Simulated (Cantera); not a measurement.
What does this Cantera script print?

```python
import numpy as np
import cantera as ct

gas_names = """
    Fe FeO Fe(OH)2 H HO2 H2 H2O H2O2 O OH O2 O3
""".split()
cond_names = """
    Fe(a) Fe(c) Fe(d) Fe(L) FeO(s) FeO(L) Fe(OH)2(s) Fe(OH)3(s) Fe2O3(s) Fe3O4(s) H2O(s) H2O(L)
""".split()


def load(file, names, dense=False):
    # The tables refer to 1 bar. Condensed volumes are neglected.
    table = {s.name: s for s in ct.Species.list_from_file(file)}
    out = []
    for n in names:
        d = dict(table[n].input_data)
        d["thermo"] = dict(d["thermo"], **{"reference-pressure": 1e5})
        if dense:
            d["equation-of-state"] = {"model": "constant-volume", "density": "1e6 g/cm^3"}
        out.append(ct.Species.from_dict(d))
    return out


gas = ct.Solution(thermo="ideal-gas", species=load("nasa_gas.yaml", gas_names))
cond = {s.name: ct.Solution(thermo="fixed-stoichiometry", species=[s], name=s.name)
        for s in load("nasa_condensed.yaml", cond_names, dense=True)}
atoms = {
    'Fe2O3': {'Fe': 2, 'O': 3},
    'H2': {'H': 2},
    'H2O': {'H': 2, 'O': 1},
}
top_T = {'Fe2O3(s)': 1830, 'Fe3O4(s)': 1870}  # K; cautious upper limits of use, not melting points


def equilibrate(T, P, feed):
    n = {}
    for name, mol in feed.items():
        for a, k in atoms[name].items():
            n[a] = n.get(a, 0.0) + k * mol
    gas.TPX = T, P, n
    mass = sum(n.values()) * gas.mean_molecular_weight
    gas.equilibrate("TP")
    valid = [c for c in cond.values() if c.min_temp <= T <= top_T.get(c.name, c.max_temp)]
    mix = ct.Mixture([(gas, mass / gas.mean_molecular_weight)] + [(c, 0.0) for c in valid])
    mix.T, mix.P = T, P
    mix.equilibrate("TP", solver="vcs", rtol=1e-11, max_steps=5000)
    return mix


results = []
T = 1698  # K
P = 15000  # Pa
for m in [0.54, 0.91, 1.3, 1.7, 2, 2.4, 2.8, 3.1, 3.5, 3.9]:
    feed = {'Fe2O3': 1, 'H2': 4.3, 'H2O': m}  # mol
    mix = equilibrate(T, P, feed)
    results.append((T, P, feed, dict(zip(mix.species_names, mix.species_moles))))

top = {s: max(r[3][s] / sum(r[3][g] for g in gas_names) for r in results) for s in gas_names}
cols = sorted((s for s in top if top[s] > 1e-05), key=lambda s: -top[s])[:5]
seen = [c for c in cond_names if any(r[3].get(c, 0) > 1e-12 for r in results)]
print("log10 of partial pressures in bar; condensed amounts in mol")
print(f"{'n(H2O)':>10s}" + "".join(f"{s[:9]:>10s}" for s in cols + seen))
for T, P, feed, n in results:
    ng = sum(n[g] for g in gas_names)
    print(f"{feed['H2O']:10.4g}" + "".join(f"{np.log10(max(n[s] / ng * P / 1e5, 1e-99)):10.3f}" for s in cols)
          + "".join(f"{n.get(c, 0):10.4g}" for c in seen))
```

Output:

```
log10 of partial pressures in bar; condensed amounts in mol
    n(H2O)        H2       H2O         H   Fe(OH)2        Fe     Fe(d)    FeO(L)
      0.54    -0.991    -1.320    -4.335    -5.426    -5.215   0.00553     1.994
      0.91    -1.022    -1.260    -4.351    -5.366    -5.307         0         2
       1.3    -1.054    -1.210    -4.367    -5.317    -5.387         0         2
       1.7    -1.084    -1.171    -4.382    -5.277    -5.457         0         2
         2    -1.105    -1.146    -4.392    -5.253    -5.503         0         2
       2.4    -1.132    -1.119    -4.406    -5.225    -5.557         0         2
       2.8    -1.157    -1.095    -4.418    -5.202    -5.605         0         2
       3.1    -1.175    -1.080    -4.427    -5.187    -5.638         0         2
       3.5    -1.198    -1.063    -4.439    -5.169    -5.679         0         2
       3.9    -1.219    -1.048    -4.450    -5.154    -5.716         0         2
```

Equilibrium computed with Cantera from the NASA thermochemical tables; the gas is ideal and each condensed phase is pure. Mutual solubility and eutectic melting of coexisting phases are not modelled. The tables' stoichiometric FeO is somewhat more stable than real wüstite, so its field is too wide. FeO: taken at fixed stoichiometry.
